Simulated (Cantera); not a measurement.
Input: 1 mol Si, a varied amount of Cl2, 0.22 mol H2, at 650 K and 2.10 bar.

Cantera equilibrium calculation (NASA polynomials, part measured and part estimated; ideal gas, pure solids and liquids). Candidate condensed phases: Si; 19 gas species. The numbers say what is thermodynamically allowed, not how fast it happens.

Problem. Which condensed phases are stable at each of these points (n(Cl2) (mol)): 0.5, 0.69, 0.88, 1.1, 1.3, 1.4, 1.6, 1.8, 2, 2.2, 2.4?

Solution. 
```csv
n(Cl2) (mol),condensed phases,Si condensed (%)
0.5,Si(s),73.2
0.69,Si(s),63.3
0.88,Si(s),53.4
1.1,Si(s),42.1
1.3,Si(s),31.9
1.4,Si(s),26.7
1.6,Si(s),16.5
1.8,Si(s),6.3
2,gas only,0.0
2.2,gas only,0.0
2.4,gas only,0.0
```

From 0.5 mol Cl2 to 1.8 mol Cl2 the condensed part is Si(s). From 2 mol Cl2 to 2.4 mol Cl2 nothing is condensed.
